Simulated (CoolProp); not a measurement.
Vapour-liquid equilibrium of methanol (1) + dimethyl carbonate (2) at 161.65 °C; x and y are mole fractions of (1).

The numbers come from the multi-fluid Helmholtz-energy mixture model, de Reuck 1993 and Zhou 2011; pair parameters Bell 2016 in CoolProp.

| x | bubble pressure (bar) | y at the bubble point | dew pressure at overall composition x (bar) | liquid density (mol/L) |
|---|---|---|---|---|
| 0.05 | 7.676 | 0.177 | 6.746 | 9.811 |
| 0.125 | 9.282 | 0.344 | 7.268 | 10.17 |
| 0.2 | 10.67 | 0.454 | 7.867 | 10.57 |
| 0.275 | 11.88 | 0.534 | 8.557 | 11.01 |
| 0.35 | 12.94 | 0.597 | 9.354 | 11.49 |
| 0.425 | 13.87 | 0.649 | 10.28 | 12.03 |
| 0.5 | 14.70 | 0.694 | 11.34 | 12.63 |
| 0.575 | 15.44 | 0.736 | 12.56 | 13.32 |
| 0.65 | 16.10 | 0.776 | 13.89 | 14.09 |
| 0.725 | 16.70 | 0.816 | 15.25 | 14.98 |
| 0.8 | 17.24 | 0.859 | 16.47 | 16.00 |
| 0.875 | 17.70 | 0.905 | 17.42 | 17.18 |
| 0.95 | 18.08 | 0.959 | 18.03 | 18.55 |

No azeotrope shows between x = 0.05 and 0.95.

Pair parameters are fitted to limited data, so mixtures are less certain than the pure fluids.
